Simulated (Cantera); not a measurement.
Source: NASA polynomial tables (part measured, part estimated), evaluated in Cantera. Values are per mole of reaction as written; species without (g) are pure solids or liquids, kept so even where they would boil at 1 bar.

Problem. Between 300 and 923 K, where is each reaction favourable under standard conditions?
- 3 N2(g) + 2 Cr2O3 → 6 NO(g) + 4 Cr
- 2 Cr + 3 H2O2(g) → 3 H2O(g) + Cr2O3

Solution. 
- 3 N2(g) + 2 Cr2O3 → 6 NO(g) + 4 Cr: ΔG° is 2630 kJ at 300 K and 2257 kJ at 923 K; it stays positive (K < 1). ΔH° is 2797 kJ and ΔS° 586 J/K at 923 K.
- 2 Cr + 3 H2O2(g) → 3 H2O(g) + Cr2O3: ΔG° is -1420 kJ at 300 K and -1366 kJ at 923 K; it stays negative (K > 1). ΔH° is -1442 kJ and ΔS° -82 J/K at 923 K.
